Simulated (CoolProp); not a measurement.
n-pentane at 485.79 K and 4.83 MPa is throttled through a valve to 0.325 MPa with no heat exchange. Each further row changes one setting.

Computed with CoolProp (reference Helmholtz-energy equation of state, Thol 2019).

```
case                        temperature change (K)  final density (kg/m³)
--------------------------  ----------------------  ---------------------
as stated                                    -83.7                   7.45
outlet pressure 0.0975 MPa                   -86.7                   2.16
outlet pressure 0.423 MPa                    -82.3                   9.85
```
